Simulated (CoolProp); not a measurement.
A closed Brayton cycle with nitrogen: compressor inlet 320.15 K and 2.7 MPa, high pressure 6.78 MPa, turbine inlet 840 K, compressor efficiency 0.85, turbine efficiency 0.9, recuperator effectiveness 0.9 (on enthalpy, no pinch check). Each further row changes one setting.

Values from CoolProp's reference Helmholtz-energy equation of state, Span 2000.

```json
[
 {"case": "as stated", "thermal efficiency (%)": "31.3", "net work (kJ/kg)": "67.2", "compressor to turbine work": "0.64", "compressor exit (K)": "434.3", "turbine exit (K)": "674.9"},
 {"case": "turbine inlet 790 K", "thermal efficiency (%)": "28.1", "net work (kJ/kg)": "56.0", "compressor to turbine work": "0.68", "compressor exit (K)": "434.3", "turbine exit (K)": "633.3"},
 {"case": "compressor inlet 330.15 K", "thermal efficiency (%)": "29.7", "net work (kJ/kg)": "63.4", "compressor to turbine work": "0.66", "compressor exit (K)": "447.7", "turbine exit (K)": "674.9"},
 {"case": "high pressure 5.76 MPa", "thermal efficiency (%)": "32.0", "net work (kJ/kg)": "61.0", "compressor to turbine work": "0.61", "compressor exit (K)": "411.8", "turbine exit (K)": "701.7"},
 {"case": "recuperator effectiveness 0.5", "thermal efficiency (%)": "21.1", "net work (kJ/kg)": "67.2", "compressor to turbine work": "0.64", "compressor exit (K)": "434.3", "turbine exit (K)": "674.9"}
]
```
